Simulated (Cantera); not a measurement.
Charge: 1 mol PbO, 0.034 mol O2, 1 mol H2, at 0.00360 bar.

Method: chemical equilibrium by Gibbs-energy minimisation in Cantera with the NASA 1993 tables (ideal gas, pure condensed phases). Candidate condensed phases: H2O, Pb, PbO, PbO2, Pb3O4; 12 gas species. The numbers say what is thermodynamically allowed, not how fast it happens. All values below are at 975 K.

Base state: H2O 0.997, Pb 0.00255, H2 0.000134, PbO 3.60e-5 (mole fractions); condensed: Pb(l) + PbO(yellow).

Task: What changes in the equilibrium state with this change: PbO replaced by Pb?

Result: 
| species | before | after |
|---|---|---|
| H2 | 0.000134 | 0.930 |
| H2O | 0.997 | 0.0678 |
| Pb | 0.00255 | 0.00255 |
| PbO | 3.60e-5 | <1e-9 |
| Pb(l), mol | 0.929 | 0.997 |
| PbO(yellow), mol | 0.0681 | 0 |
